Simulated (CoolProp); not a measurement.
Saturation properties of methane (Tc = 190.6 K, pc = 4.599 MPa, ω = 0.011).

Computed with CoolProp (reference Helmholtz-energy equation of state, Setzmann 1991).

| T (K) | p (MPa) | liquid density (kg/m³) | vapour density (kg/m³) | enthalpy of vaporisation (kJ/kg) | surface tension (mN/m) | liquid conductivity (mW/(m K)) |
|---|---|---|---|---|---|---|
| 102.5 | 0.04431 | 435.4 | 0.8512 | ? | 14.7 | 196 |
| 106.4 | 0.06418 | 429.9 | 1.195 | 520.1 | 14.0 | 191 |
| 110.2 | 0.08964 | 424.5 | 1.623 | 513.5 | 13.2 | 186 |
| 114 | 0.1223 | 418.9 | 2.159 | 506.5 | 12.5 | 181 |
| 117.8 | 0.1633 | 413.3 | 2.817 | 499.1 | 11.7 | 175 |
| 121.6 | 0.2141 | 407.4 | 3.617 | 491.2 | 11.0 | 170 |
| 125.5 | 0.2776 | 401.3 | 4.604 | 482.7 | 10.3 | 164 |
| 129.3 | 0.3521 | 395.2 | ? | 473.7 | 9.54 | 159 |
| 133.1 | 0.4405 | 388.9 | 7.096 | 464.2 | 8.83 | 153 |
| 136.9 | 0.5442 | 382.4 | 8.674 | 454.0 | 8.13 | 148 |
| 140.7 | 0.6647 | 375.6 | 10.51 | ? | 7.43 | 143 |
| 144.6 | 0.8074 | 368.4 | 12.70 | 431.0 | 6.73 | 137 |

Q: Some entries are withheld; supply them.

A: 
- 102.5, enthalpy of vaporisation (kJ/kg): 526.5
- 129.3, vapour density (kg/m³): 5.748
- 140.7, enthalpy of vaporisation (kJ/kg): 443.1

It boils at 111.7 K under 1 atm.

Thermal conductivity comes from a separate model (Friend 1989). Surface tension comes from a separate correlation (Mulero 2012).
